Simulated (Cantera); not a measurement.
Charge: 1 mol Si, 0.41 mol O2, 270 mol N2, at 101000 Pa.

These are equilibrium values from Cantera (NASA tables, ideal gas, pure condensed phases), not measurements of a reactor. Candidate condensed phases: Si, SiO2, Si2N2O, Si3N4; 16 gas species. N2 is the only nitrogen source here; it is nearly inert below about 1500 K, so the nitride shown seldom forms there in practice. Mutual solubility and eutectic melting of coexisting phases are not modelled. The tables hold silica as quartz up to 1696 K and as liquid above; real silica turns to tridymite and cristobalite and melts near 1996 K. Kinetics and transport are ignored.

Q: Which condensed phases are stable at each of these points (T (K)): 975, 1075, 1175, 1275, 1375, 1475, 1575, 1675, 1775, 1875, 1975, 2075?

A: 
```
T (K)             condensed phases  Si condensed (%)
-----  ---------------------------  ----------------
975     SiO2(β-quartz) + Si2N2O(s)             100.0
1075    SiO2(β-quartz) + Si2N2O(s)             100.0
1175    SiO2(β-quartz) + Si2N2O(s)             100.0
1275    SiO2(β-quartz) + Si2N2O(s)             100.0
1375    SiO2(β-quartz) + Si2N2O(s)             100.0
1475    SiO2(β-quartz) + Si2N2O(s)             100.0
1575    SiO2(β-quartz) + Si2N2O(s)              99.6
1675    SiO2(β-quartz) + Si2N2O(s)              96.1
1775   SiO2(condensed) + Si2N2O(s)              71.2
1875                     Si2N2O(s)              36.0
1975                     Si2N2O(s)              35.5
2075                      Si3N4(s)              15.7
```

From 975 K to 1675 K the condensed part is SiO2(β-quartz) + Si2N2O(s). At 1775 K the condensed part is SiO2(condensed) + Si2N2O(s). From 1875 K to 1975 K the condensed part is Si2N2O(s). At 2075 K the condensed part is Si3N4(s).
